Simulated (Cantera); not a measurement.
# Gas-phase reforming

An isothermal, constant-pressure homogeneous reactor starts with 29.4 % CH4, 70.6 % CO2, at 1725 K and 7500 Torr.

Model: GRI-Mech 3.0 (53 species, 325 reactions), integrated in Cantera.

```json
[
 {"t (s)": "5.00e-6", "x CH4": "0.294", "x CO2": "0.706", "x HO2": "<1e-12", "x OH": "1.81e-8", "x C2H4": "1.02e-5", "x CH3": "0.000336"},
 {"t (s)": "2.93e-5", "x CH4": "0.291", "x CO2": "0.705", "x HO2": "<1e-12", "x OH": "3.22e-8", "x C2H4": "0.000343", "x CH3": "0.000584"},
 {"t (s)": "0.000172", "x CH4": "0.269", "x CO2": "0.697", "x HO2": "<1e-12", "x OH": "1.45e-7", "x C2H4": "0.00613", "x CH3": "0.000828"},
 {"t (s)": "0.00101", "x CH4": "0.186", "x CO2": "0.621", "x HO2": "<1e-12", "x OH": "5.50e-7", "x C2H4": "0.00791", "x CH3": "0.000487"},
 {"t (s)": "0.00592", "x CH4": "0.0601", "x CO2": "0.382", "x HO2": "<1e-12", "x OH": "1.99e-6", "x C2H4": "0.00377", "x CH3": "0.000207"},
 {"t (s)": "0.0347", "x CH4": "0.0189", "x CO2": "0.217", "x HO2": "<1e-12", "x OH": "2.18e-6", "x C2H4": "0.00256", "x CH3": "6.95e-5"},
 {"t (s)": "0.204", "x CH4": "0.0107", "x CO2": "0.131", "x HO2": "<1e-12", "x OH": "1.29e-6", "x C2H4": "0.000693", "x CH3": "2.98e-5"},
 {"t (s)": "1.19", "x CH4": "0.000487", "x CO2": "0.106", "x HO2": "<1e-12", "x OH": "1.07e-6", "x C2H4": "1.23e-6", "x CH3": "1.25e-6"},
 {"t (s)": "7.00", "x CH4": "1.35e-6", "x CO2": "0.106", "x HO2": "<1e-12", "x OH": "1.07e-6", "x C2H4": "1.50e-11", "x CH3": "3.47e-9"}
]
```
x: mole fraction; the columns are a selection and need not sum to one.

Equilibrium at this temperature and pressure: CH4 1.43e-6, CO2 0.106, HO2 <1e-12, OH 1.07e-6, C2H4 1.63e-11, CH3 3.68e-9 (gas phase only).
